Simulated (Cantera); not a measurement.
An isothermal, constant-pressure homogeneous reactor starts with NO : N2 = 1 : 0.68 (molar parts), at 1525 K and 0.360 bar. Integrator tolerance rtol = 1e-08.

Model: GRI-Mech 3.0 (53 species, 325 reactions), integrated in Cantera.

Question: What does this change do: temperature 1525 to 1823 K?

Answer: 
```
quantity                                            before                                     after
----------------  ----------------------------------------  ----------------------------------------
x(NO) at 3.00 s      0.585 (gas-phase equilibrium 0.00156)     0.411 (gas-phase equilibrium 0.00504)
x(O2) at 3.00 s      0.00456 (gas-phase equilibrium 0.297)      0.0918 (gas-phase equilibrium 0.295)
x(O) at 3.00 s     9.04e-7 (gas-phase equilibrium 5.18e-6)  7.99e-5 (gas-phase equilibrium 0.000137)
x(N2O) at 3.00 s  0.000114 (gas-phase equilibrium 5.36e-8)   6.54e-5 (gas-phase equilibrium 1.63e-7)
x(NO2) at 3.00 s  0.000323 (gas-phase equilibrium 5.50e-6)  0.000393 (gas-phase equilibrium 8.55e-6)
```
